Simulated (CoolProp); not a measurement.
Normal hydrogen at 361.09 K and 0.48 MPa is compressed adiabatically to 2.53 MPa with isentropic efficiency 0.75. Each further row changes one setting.

The numbers come from the reference Helmholtz-energy equation of state, Leachman 2009 in CoolProp.

| case | work (kJ/kg) | final temperature (K) | final density (kg/m³) |
|---|---|---|---|
| as stated | 4240 | ___ | 0.933 |
| efficiency 1 | ___ | 579.4 | ___ |
| efficiency 0.65 | 4900 | 696.9 | 0.874 |

**Question.** Fill in the missing entries.

**Answer.** 
- as stated, final temperature (K): 652.2
- efficiency 1, work (kJ/kg): 3180
- efficiency 1, final density (kg/m³): 1.05
